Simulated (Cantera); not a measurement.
A Cantera script and what it prints.

```python
import numpy as np
import cantera as ct

gas_names = [...]  # 87 gases of nasa_gas.yaml made of C, H, Si
cond_names = """
    C(gr) C6H6(L) C7H8(L) C8H18(L),n-octa Si(cr) Si(L) SiC(b)
""".split()


# ... load() reads the species with a 1 bar reference pressure and builds the phases ...
atoms = {
    'SiC': {'Si': 1, 'C': 1},
    'Si': {'Si': 1},
    'H2': {'H': 2},
}
top_T = {'C(gr)': 4500, 'SiC(b)': 3050}  # K; cautious upper limits of use, not melting points


# ... equilibrate(T, P, feed) seeds the gas with the atoms and calls Mixture.equilibrate('TP', solver="vcs", rtol=1e-11, max_steps=5000) ...
results = []
T = 2300  # K
P = 1000  # Pa
for m in [0.061, 0.089, 0.13, 0.19, 0.27, 0.39, 0.56, 0.81, 1.2, 1.7]:
    feed = {'SiC': 1, 'Si': 0.022, 'H2': m}  # mol
    mix = equilibrate(T, P, feed)
    results.append((T, P, feed, dict(zip(mix.species_names, mix.species_moles))))

top = {s: max(r[3][s] / sum(r[3][g] for g in gas_names) for r in results) for s in gas_names}
cols = sorted((s for s in top if top[s] > 1e-06), key=lambda s: -top[s])[:9]
seen = [c for c in cond_names if any(r[3].get(c, 0) > 1e-12 for r in results)]
print("log10 of partial pressures in bar; condensed amounts in mol")
print(f"{'n(H2)':>10s}" + "".join(f"{s[:9]:>10s}" for s in cols + seen))
for T, P, feed, n in results:
    ng = sum(n[g] for g in gas_names)
    print(f"{feed['H2']:10.4g}" + "".join(f"{np.log10(max(n[s] / ng * P / 1e5, 1e-99)):10.3f}" for s in cols)
          + "".join(f"{n.get(c, 0):10.4g}" for c in seen))
```

Output:

```
log10 of partial pressures in bar; condensed amounts in mol
     n(H2)        H2        Si         H      Si2C       SiH C2H2,acet       Si2      SiC2      SiH2     Si(L)    SiC(b)
     0.061    -2.093    -3.031    -3.061    -4.121    -4.512    -6.143    -4.745    -5.576    -5.425   0.01424    0.9994
     0.089    -2.093    -3.031    -3.061    -4.121    -4.512    -6.143    -4.745    -5.576    -5.425   0.01068    0.9991
      0.13    -2.093    -3.031    -3.061    -4.121    -4.512    -6.143    -4.745    -5.576    -5.425   0.00546    0.9987
      0.19    -2.089    -3.066    -3.059    -4.156    -4.545    -6.069    -4.815    -5.541    -5.455         0    0.9983
      0.27    -2.076    -3.199    -3.052    -4.289    -4.672    -5.790    -5.081    -5.408    -5.575         0    0.9981
      0.39    -2.067    -3.340    -3.048    -4.430    -4.808    -5.498    -5.363    -5.267    -5.707         0    0.9977
      0.56    -2.060    -3.475    -3.044    -4.566    -4.941    -5.221    -5.635    -5.132    -5.836         0    0.9967
      0.81    -2.056    -3.601    -3.042    -4.691    -5.064    -4.965    -5.887    -5.006    -5.958         0    0.9946
       1.2    -2.054    -3.710    -3.041    -4.800    -5.172    -4.744    -6.105    -4.897    -6.064         0      0.99
       1.7    -2.052    -3.781    -3.040    -4.872    -5.243    -4.601    -6.247    -4.826    -6.134         0    0.9829
```

Cantera equilibrium calculation (NASA polynomials, part measured and part estimated; ideal gas, pure solids and liquids). Mutual solubility and eutectic melting of coexisting phases are not modelled. Gases not in the tables: Si2H6 and higher silanes.
